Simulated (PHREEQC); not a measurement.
1 kg of water holding 0.24 mol/kgw NaCl and 0.59 mol/kgw Na2CO3 is evaporated at 25 °C; the solids stay in contact with the brine. CO2 is held at log p = -3.4 (atm). Only these solids could form: Halite, Nahcolite, Natron, Trona.

The numbers come from PHREEQC with the Pitzer model, pitzer.dat.

**Question.** Predict ionic strength, water activity, Trona (mol) at water left (kg) = 0.4554, 0.08074, 0.04762, 0.03582.

**Answer.** 
```
water left (kg)  ionic strength  water activity  Trona (mol)
---------------  --------------  --------------  -----------
0.4554                     4.29           0.934            0
0.08074                    7.19           0.824        0.316
0.04762                    7.31           0.760        0.369
0.03582                    7.45           0.743        0.377
```
